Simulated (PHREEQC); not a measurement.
## Nickel, zinc or cadmium bath: an equilibrium model

A solution holds 0.0013 mol CdCl2, 0.26 mol KCl and 0.09 mol H2SO4 per kg of water, at 45 °C. Closed to the air; pH follows from the charge balance.

Model: ion-association model, phreeqc.dat, run in PHREEQC.

```json
{
  "pH": "1.06",
  "ionic_strength": "0.383 mol/kgw",
  "activity_of_water": "0.988",
  "specific_conductance": "91100 µS/cm",
  "density": "1.008 g/cm³",
  "total_alkalinity": "-180 meq/kg"
}
```

```tsv
species	molality	activity	log γ
Cl-	0.261	0.172	-0.181
K+	0.252	0.165	-0.185
H+	0.114	0.0876	-0.115
HSO4-	0.0659	0.0476	-0.142
SO4-2	0.0160	0.00350	-0.662
KSO4-	0.00802	0.00561	-0.155
CdCl+	0.000715	0.000516	-0.142
CdCl2	0.000363	0.000396	0.038
Cd+2	0.000109	2.95e-5	-0.566
CdCl3-	7.90e-5	5.70e-5	-0.142
CdSO4	3.06e-5	3.34e-5	0.038
Cd(SO4)2-2	4.20e-6	1.14e-6	-0.566
```

No solid was allowed to form. Species that the database lacks are ignored. At this temperature some constants are extrapolated from 25 °C, and those without enthalpy data are left unchanged.
